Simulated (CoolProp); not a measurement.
R236EA along the isobar 5.05 MPa: density (kg/m³) from the reference equation and from simpler models built on Tc = 412.4 K, pc = 3.414 MPa, ω = 0.368; each cubic takes its own stable root.

The numbers come from the reference Helmholtz-energy equation of state, Rui 2013 in CoolProp.

```tsv
T (K)	phase	reference	van der Waals	Redlich-Kwong	Soave-Redlich-Kwong
276.6	liquid	1507	922.2	1323	1385
289.7	liquid	1470	903.3	1288	1351
302.9	liquid	1431	883.4	1250	1314
316	liquid	1390	862.6	1210	1274
329.1	liquid	1348	840.6	1167	1230
342.3	liquid	1302	816.9	1121	1181
355.4	liquid	1253	791.7	1072	1128
368.5	liquid	1200	764.5	1018	1068
```
